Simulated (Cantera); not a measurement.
Mixture: CH4 : O2 : N2 = 1 : 4.2 : 19.7 (molar parts), equivalence ratio 0.48, at 1.01 bar, adiabatic and at constant volume. Ignition delay is the time to a rise of 400 K.

Model: GRI-Mech 3.0 (53 species, 325 reactions), integrated in Cantera.

Problem. Predict: delay at 1073 K; delay at 1223 K; delay at 1373 K; delay at 1523 K; delay at 1673 K; apparent activation energy between 1598 and 1748 K.

Solution. 
```
Quantity                                                 Value
--------------------------------------------------  ----------
delay at 1073 K                                        0.258 s
delay at 1223 K                                        26.4 ms
delay at 1373 K                                        3.88 ms
delay at 1523 K                                       0.843 ms
delay at 1673 K                                       0.262 ms
apparent activation energy between 1598 and 1748 K  160 kJ/mol
```
